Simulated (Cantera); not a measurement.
A diamond (100) surface in a fixed gas of H2 with x(CH4) = 0.013, x(CH3) = 0.00096, at 1100 K, 0.0200 bar; coverages are run to steady state.

Computed with Cantera and the Harris–Goodwin 1993 mechanism for the reconstructed diamond (100) surface.

θ: site fractions in the mechanism's names (c6HH fully hydrogenated, c6H* and c6*H radical sites, c6** diradical, c6HM methylated).

```json
[
 {"x(H)": "0.0001", "growth (µm/h)": "___", "θ c6HH": "0.562", "θ c6H*": "0.0215", "θ c6*H": "0.341", "θ c6**": "0.00287", "θ c6HM": "0.0405"},
 {"x(H)": "0.00026", "growth (µm/h)": "___", "θ c6HH": "0.510", "θ c6H*": "0.0238", "θ c6*H": "0.378", "θ c6**": "0.00623", "θ c6HM": "0.0479"},
 {"x(H)": "0.00067", "growth (µm/h)": "___", "θ c6HH": "0.487", "θ c6H*": "0.0249", "θ c6*H": "0.394", "θ c6**": "0.0104", "θ c6HM": "0.0513"},
 {"x(H)": "0.0017", "growth (µm/h)": "___", "θ c6HH": "0.481", "θ c6H*": "0.0255", "θ c6*H": "0.405", "θ c6**": "0.0138", "θ c6HM": "0.0476"},
 {"x(H)": "0.0045", "growth (µm/h)": "___", "θ c6HH": "0.487", "θ c6H*": "0.0263", "θ c6*H": "0.416", "θ c6**": "0.0161", "θ c6HM": "0.0355"},
 {"x(H)": "0.012", "growth (µm/h)": "___", "θ c6HH": "0.496", "θ c6H*": "0.0270", "θ c6*H": "0.428", "θ c6**": "0.0175", "θ c6HM": "0.0204"},
 {"x(H)": "0.03", "growth (µm/h)": "___", "θ c6HH": "0.504", "θ c6H*": "0.0276", "θ c6*H": "0.435", "θ c6**": "0.0182", "θ c6HM": "0.0101"},
 {"x(H)": "0.077", "growth (µm/h)": "14.4", "θ c6HH": "0.508", "θ c6H*": "0.0281", "θ c6*H": "0.439", "θ c6**": "0.0185", "θ c6HM": "0.00433"},
 {"x(H)": "0.2", "growth (µm/h)": "15.0", "θ c6HH": "0.509", "θ c6H*": "0.0287", "θ c6*H": "0.441", "θ c6**": "0.0188", "θ c6HM": "0.00174"}
]
```

Some entries are withheld; supply them.


- 0.0001, growth (µm/h): 0.263
- 0.00026, growth (µm/h): 0.728
- 0.00067, growth (µm/h): 1.78
- 0.0017, growth (µm/h): 3.82
- 0.0045, growth (µm/h): 7.15
- 0.012, growth (µm/h): 10.7
- 0.03, growth (µm/h): 13.1
